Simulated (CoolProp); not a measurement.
The fluid at 345.15 K and 0.274 MPa is compressed adiabatically to 0.486 MPa with isentropic efficiency 0.75. The same conditions are run with several fluids, on thermodynamics alone (safety and materials aside).

Model: reference Helmholtz-energy equation of state of each fluid (R1233zd(E): Akasaka 2022; R143a: Lemmon and Jacobsen 2000; isobutene: Lemmon 2005; R134a: Tillner-Roth 1994; propane: Lemmon 2009), in CoolProp.

```tsv
fluid	work (kJ/kg)	final temperature (K)	final density (kg/m³)
R1233zd(E)	15.8	…	23.0
R143a	26.0	…	13.7
isobutene	37.8	…	…
R134a	…	…	16.9
propane	49.5	372.3	7.21
```

Q: Complete the blanks.

A: 
- R1233zd(E), final temperature (K): 366.6
- R143a, final temperature (K): 371.5
- isobutene, final temperature (K): 368.3
- isobutene, final density (kg/m³): 9.55
- R134a, work (kJ/kg): 21.2
- R134a, final temperature (K): 369.6
